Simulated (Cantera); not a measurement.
Feed: 1 mol CaCO3, 0.16 mol C, 0.023 mol O2, 0.1 mol H2, held at 500 Pa.

Cantera equilibrium calculation (NASA polynomials, part measured and part estimated; ideal gas, pure solids and liquids). Candidate condensed phases: C, C6H6, C7H8, C8H18, Ca, CaCO3, CaO, Ca(OH)2, H2O; 115 gas species. Rates play no part.

Problem. Which condensed phases are stable at each of these points (T (K)): 673, 748, 823, 898, 973, 1048, 1123?

Solution. 
```
T (K)              condensed phases  Ca condensed (%)
-----  ----------------------------  ----------------
673    C(graphite) + CaCO3(calcite)             100.0
748    C(graphite) + CaCO3(calcite)             100.0
823         CaCO3(calcite) + CaO(s)             100.0
898                          CaO(s)             100.0
973                          CaO(s)             100.0
1048                         CaO(s)             100.0
1123                         CaO(s)             100.0
```

From 673 K to 748 K the condensed part is C(graphite) + CaCO3(calcite). At 823 K the condensed part is CaCO3(calcite) + CaO(s). From 898 K to 1123 K the condensed part is CaO(s).
